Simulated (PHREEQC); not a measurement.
A column of 0.5 m (30 cells, dispersivity 0.04 m, 60 s a shift, diffusion coefficient 3e-10 m²/s) holds 0.0023 eq of the database's cation exchanger X per kg of pore water, first in equilibrium with 0.034 mol/kgw KCl, 0.048 mol/kgw LiCl and 1e-05 mol/kgw HCl. It is flushed with 0.9 mmol/kgw (NH4)2SO4 and 0.01 mmol/kgw HCl, at 15 °C. Values are for the last cell. CO2 from the air is kept out. No solid was allowed to form.

The series has 31 steps of pore volumes, from 0 to 5.017.

Model: ion-association model, phreeqc.dat, run in PHREEQC.

**Question.** After how many pore volumes does NH4 at the outlet first reach half of its feed value?

**Answer.** By 2.5 pore volumes.

**Question.** After how many pore volumes does S at the outlet first reach half of its feed value?

**Answer.** By 1.0 pore volumes.
